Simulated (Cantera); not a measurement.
Cantera run:

```python
import numpy as np
import cantera as ct

gas_names = """
    O2 F2
""".split()
cond_names = """
    Ca(a) CaF2(a) CaO(s)
""".split()


# ... load() reads the species with a 1 bar reference pressure and builds the phases ...
species = {s.name: s for s in load("nasa_gas.yaml", gas_names) + load("nasa_condensed.yaml", cond_names)}
T = 650
g = {n: (s.thermo.h(T) - T * s.thermo.s(T)) / (ct.gas_constant * T * np.log(10)) for n, s in species.items()}
valid = cond_names  # the entries whose range holds T


def stable(la, lb):
    # potentials (over RT ln 10) of the two non-metals from log10 p(O2) and log10 p(F2) in bar
    mu = {}
    mu["O"] = (g["O2"] + la) / 2
    mu["F"] = (g["F2"] + lb) / 2
    cost = {}
    for n in valid:
        c = species[n].composition
        cost[n] = (g[n] - sum(c.get(e, 0) * m for e, m in mu.items())) / c["Ca"]
    return min(cost, key=cost.get)


results = []
for lb in [0, -4.8, -9.5, -14.3, -19.1, -23.8, -28.6, -33.4, -38.2, -42.9, -47.7, -52.5, -57.2, -62]:
    row = [stable(la, lb) for la in [-25, -23.9, -22.7, -21.6, -20.5, -19.3, -18.2, -17, -15.9, -14.8, -13.6, -12.5, -11.4, -10.2, -9.1, -8, -6.8, -5.7, -4.5, -3.4, -2.3, -1.1, 0]]
    results.append(row)
    print(f"{lb:6.1f}  " + " ".join(f"{valid.index(n):x}" for n in row))
print("key: " + ", ".join(f"{i:x} {n}" for i, n in enumerate(valid)))
```

Result:

```
   0.0  1 1 1 1 1 1 1 1 1 1 1 1 1 1 1 1 1 1 1 1 1 1 1
  -4.8  1 1 1 1 1 1 1 1 1 1 1 1 1 1 1 1 1 1 1 1 1 1 1
  -9.5  1 1 1 1 1 1 1 1 1 1 1 1 1 1 1 1 1 1 1 1 1 1 1
 -14.3  1 1 1 1 1 1 1 1 1 1 1 1 1 1 1 1 1 1 1 1 1 1 1
 -19.1  1 1 1 1 1 1 1 1 1 1 1 1 1 1 1 1 1 1 1 1 1 1 1
 -23.8  1 1 1 1 1 1 1 1 1 1 1 1 1 1 1 1 1 1 1 1 1 1 1
 -28.6  1 1 1 1 1 1 1 1 1 1 1 1 1 1 1 1 1 1 1 1 1 1 1
 -33.4  1 1 1 1 1 1 1 1 1 1 1 1 1 1 1 1 1 1 1 1 1 1 1
 -38.2  1 1 1 1 1 1 1 1 1 1 1 1 1 1 1 1 1 1 1 1 1 1 1
 -42.9  1 1 1 1 1 1 1 1 1 1 1 1 1 1 1 1 1 1 1 1 1 1 1
 -47.7  1 1 1 1 1 1 1 1 1 1 1 1 1 1 1 1 2 2 2 2 2 2 2
 -52.5  1 1 1 1 1 1 1 2 2 2 2 2 2 2 2 2 2 2 2 2 2 2 2
 -57.2  2 2 2 2 2 2 2 2 2 2 2 2 2 2 2 2 2 2 2 2 2 2 2
 -62.0  2 2 2 2 2 2 2 2 2 2 2 2 2 2 2 2 2 2 2 2 2 2 2
key: 0 Ca(a), 1 CaF2(a), 2 CaO(s)
```

Cantera with NASA thermochemical tables; ideal gases at 1 bar, condensed phases pure. Not in the tables: oxide halides.
